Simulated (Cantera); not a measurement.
Cantera run:

```python
import numpy as np
import cantera as ct

gas_names = """
    Fe FeO Fe(OH)2 H HNO HNO2 HNO3 HO2 H2 H2O H2O2 N NH NH2 NH3 NH2OH NO NO2 NO3 N2 N2H2 N2H4 N2O O OH
    O2 O3
""".split()
cond_names = """
    Fe(a) Fe(c) Fe(d) Fe(L) FeO(s) FeO(L) Fe(OH)2(s) Fe(OH)3(s) Fe2O3(s) Fe3O4(s) H2O(s) H2O(L)
""".split()


def load(file, names, dense=False):
    # The tables refer to 1 bar. Condensed volumes are neglected.
    table = {s.name: s for s in ct.Species.list_from_file(file)}
    out = []
    for n in names:
        d = dict(table[n].input_data)
        d["thermo"] = dict(d["thermo"], **{"reference-pressure": 1e5})
        if dense:
            d["equation-of-state"] = {"model": "constant-volume", "density": "1e6 g/cm^3"}
        out.append(ct.Species.from_dict(d))
    return out


gas = ct.Solution(thermo="ideal-gas", species=load("nasa_gas.yaml", gas_names))
cond = {s.name: ct.Solution(thermo="fixed-stoichiometry", species=[s], name=s.name)
        for s in load("nasa_condensed.yaml", cond_names, dense=True)}
atoms = {
    'Fe3O4': {'Fe': 3, 'O': 4},
    'H2': {'H': 2},
    'N2': {'N': 2},
}
top_T = {'Fe2O3(s)': 1830, 'Fe3O4(s)': 1870}  # K; cautious upper limits of use, not melting points


def equilibrate(T, P, feed):
    n = {}
    for name, mol in feed.items():
        for a, k in atoms[name].items():
            n[a] = n.get(a, 0.0) + k * mol
    gas.TPX = T, P, n
    mass = sum(n.values()) * gas.mean_molecular_weight
    gas.equilibrate("TP")
    valid = [c for c in cond.values() if c.min_temp <= T <= top_T.get(c.name, c.max_temp)]
    mix = ct.Mixture([(gas, mass / gas.mean_molecular_weight)] + [(c, 0.0) for c in valid])
    mix.T, mix.P = T, P
    mix.equilibrate("TP", solver="vcs", rtol=1e-11, max_steps=5000)
    return mix


results = []
feed = {'Fe3O4': 1, 'H2': 520, 'N2': 1.3}  # mol
P = 101325  # Pa
for T in [798, 898, 998, 1098, 1198, 1298, 1398, 1498, 1598, 1698, 1798, 1898, 1998, 2098]:
    mix = equilibrate(T, P, feed)
    results.append((T, P, feed, dict(zip(mix.species_names, mix.species_moles))))

top = {s: max(r[3][s] / sum(r[3][g] for g in gas_names) for r in results) for s in gas_names}
cols = sorted((s for s in top if top[s] > 0.001), key=lambda s: -top[s])[:5]
seen = [c for c in cond_names if any(r[3].get(c, 0) > 1e-12 for r in results)]
print("log10 of partial pressures in bar; condensed amounts in mol")
print(f"{'T/K':>10s}" + "".join(f"{s[:9]:>10s}" for s in cols + seen))
for T, P, feed, n in results:
    ng = sum(n[g] for g in gas_names)
    print(f"{T:10.4g}" + "".join(f"{np.log10(max(n[s] / ng * P / 1e5, 1e-99)):10.3f}" for s in cols)
          + "".join(f"{n.get(c, 0):10.4g}" for c in seen))
```

Output:

```
log10 of partial pressures in bar; condensed amounts in mol
       T/K        H2       H2O         H        N2        Fe     Fe(a)     Fe(c)     Fe(d)     Fe(L)
       798     0.001    -2.109   -11.574    -2.611   -19.257         3         0         0         0
       898     0.001    -2.109    -9.960    -2.603   -16.257         3         0         0         0
       998     0.001    -2.109    -8.667    -2.600   -13.870         3         0         0         0
      1098     0.001    -2.109    -7.606    -2.599   -11.934         3         0         0         0
      1198     0.001    -2.109    -6.720    -2.598   -10.334         0         3         0         0
      1298     0.001    -2.109    -5.969    -2.598    -8.987         0         3         0         0
      1398     0.001    -2.109    -5.324    -2.598    -7.836         0         3         0         0
      1498     0.001    -2.109    -4.764    -2.598    -6.842         0         3         0         0
      1598     0.001    -2.109    -4.273    -2.598    -5.976         0     2.999         0         0
      1698     0.001    -2.109    -3.839    -2.598    -5.215         0         0     2.997         0
      1798     0.001    -2.109    -3.453    -2.598    -4.543         0         0     2.985         0
      1898     0.001    -2.110    -3.107    -2.598    -3.964         0         0         0     2.944
      1998     0.000    -2.110    -2.795    -2.598    -3.448         0         0         0     2.816
      2098    -0.000    -2.111    -2.512    -2.599    -2.984         0         0         0     2.465
```

These are equilibrium values from Cantera (NASA tables, ideal gas, pure condensed phases), not measurements of a reactor.
